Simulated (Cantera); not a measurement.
An adiabatic, constant-pressure homogeneous reactor starts with CH₄ : H₂ : O₂ : N₂ = 1 : 0.064 : 2.82 : 10.6 (molar parts), equivalence ratio 0.72, at 1250 K and 1000000 Pa.

Detailed kinetics in Cantera: GRI-Mech 3.0 (53 species, 325 reactions).

Question: Predict: time of steepest temperature rise; temperature at 0.800 s; equilibrium temperature; x(H₂) at 0.800 s; x(O₂) at 0.800 s; x(HO₂) at 0.800 s; x(NO₂) at 0.800 s; x(NO) at 0.800 s.

Answer: 
```
Item                                                                 Value
---------------------------------  ---------------------------------------
time of steepest temperature rise                                  1.21 ms
temperature at 0.800 s                                              2565 K
equilibrium temperature                                             2565 K
x(H₂) at 0.800 s                   0.00159 (gas-phase equilibrium 0.00159)
x(O₂) at 0.800 s                     0.0488 (gas-phase equilibrium 0.0488)
x(HO₂) at 0.800 s                  1.17e-5 (gas-phase equilibrium 1.17e-5)
x(NO₂) at 0.800 s                  1.51e-5 (gas-phase equilibrium 1.51e-5)
x(NO) at 0.800 s                     0.0119 (gas-phase equilibrium 0.0119)
```
